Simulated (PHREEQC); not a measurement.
Make-up at 20 °C: 0.066 mol/kgw NH4HCO3. Closed to the air; pH follows from the charge balance.

The numbers come from PHREEQC with the ion-association model, wateq4f.dat.

No solid was allowed to form.

Problem. Estimate the pH.

Solution. pH 7.84.

Problem. In which forms is N present?

Solution. NH4+ 98 %, NH3 2.2 % of the N.

Species that the database lacks are ignored. Carbamate, which ammonia and carbonate form, is missing from the database.
